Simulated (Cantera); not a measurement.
An adiabatic, constant-volume homogeneous reactor starts with CH₄ : H₂ : O₂ : N₂ = 1 : 1.2 : 6.5 : 24.4 (molar parts), equivalence ratio 0.40, at 1250 K and 0.260 bar. Integrator tolerance rtol = 1e-08.

Model: GRI-Mech 3.0 (53 species, 325 reactions), integrated in Cantera.

Q: What does this change do: pressure from 0.260 bar to 10.0 bar?

A: 
```csv
quantity,before,after
time of steepest temperature rise,0.807 ms,0.105 ms
temperature at 0.300 s,2285 K,2330 K
equilibrium temperature,2283 K,2330 K
x(CH₄) at 0.300 s,<1e-12 (gas-phase equilibrium <1e-12),<1e-12 (gas-phase equilibrium <1e-12)
x(H₂) at 0.300 s,0.000781 (gas-phase equilibrium 0.000774),0.000166 (gas-phase equilibrium 0.000166)
x(O₂) at 0.300 s,0.113 (gas-phase equilibrium 0.112),0.113 (gas-phase equilibrium 0.113)
x(H₂O) at 0.300 s,0.0936 (gas-phase equilibrium 0.0936),0.0965 (gas-phase equilibrium 0.0965)
x(CO₂) at 0.300 s,0.0293 (gas-phase equilibrium 0.0293),0.0304 (gas-phase equilibrium 0.0304)
x(C₂H₂) at 0.300 s,<1e-12 (gas-phase equilibrium <1e-12),<1e-12 (gas-phase equilibrium <1e-12)
x(NO₂) at 0.300 s,5.64e-6 (gas-phase equilibrium 6.16e-6),4.03e-5 (gas-phase equilibrium 4.03e-5)
```

Q: What does this change do: initial temperature 1250 to 1275 K?

A: 
| quantity | before | after |
|---|---|---|
| time of steepest temperature rise | 0.807 ms | 0.698 ms |
| temperature at 0.300 s | 2285 K | 2300 K |
| equilibrium temperature | 2283 K | 2299 K |
| x(CH₄) at 0.300 s | <1e-12 (gas-phase equilibrium <1e-12) | <1e-12 (gas-phase equilibrium <1e-12) |
| x(H₂) at 0.300 s | 0.000781 (gas-phase equilibrium 0.000774) | 0.000854 (gas-phase equilibrium 0.000849) |
| x(O₂) at 0.300 s | 0.113 (gas-phase equilibrium 0.112) | 0.112 (gas-phase equilibrium 0.112) |
| x(H₂O) at 0.300 s | 0.0936 (gas-phase equilibrium 0.0936) | 0.0933 (gas-phase equilibrium 0.0933) |
| x(CO₂) at 0.300 s | 0.0293 (gas-phase equilibrium 0.0293) | 0.0291 (gas-phase equilibrium 0.0291) |
| x(C₂H₂) at 0.300 s | <1e-12 (gas-phase equilibrium <1e-12) | <1e-12 (gas-phase equilibrium <1e-12) |
| x(NO₂) at 0.300 s | 5.64e-6 (gas-phase equilibrium 6.16e-6) | 5.84e-6 (gas-phase equilibrium 6.18e-6) |
